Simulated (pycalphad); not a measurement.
All values are pycalphad results on the COST 507 light-alloy database (1999) (1 atm), not direct measurements. These are 1990s assessments: newer ones move some temperatures and phases. Phase fractions are per mole of atoms.

Question: Give the equilibrium state of Al-1.987Si-0.3061Mg (wt.%) at 600 K.

Answer: 
```
T = 600.00 K, P = 101325 Pa, N = 1 mol of atoms
G = -19991 J/mol, H = 7882 J/mol, S = 46.45 J/(mol K)  (SER reference)
chemical potentials (J/mol): Al -19998, Si -13847, Mg -52538
phase             fraction      x(Al)      x(Si)      x(Mg)
FCC_A1              0.9790     0.9985   0.000896   0.000614
DIAMOND_A4          0.0168   1.14e-09     1.0000       none
MG2SI               0.0042       none     0.3333     0.6667
```

Question: Give the equilibrium state of Al-1.987Si-0.3061Mg (wt.%) at 800 K.

Answer: FCC_A1, fraction 0.991, with 1.0 Si, 0.31 Mg wt.%; DIAMOND_A4, fraction 0.009, with >99.99 Si, no Mg wt.%.

Database names, with the compositions (at.%) that they take in these runs: MG2SI: Mg 67 Si 33. FCC_A1 is fcc; DIAMOND_A4 is diamond (Si). An entry "none" or "no" means that the model of the phase leaves that element out.
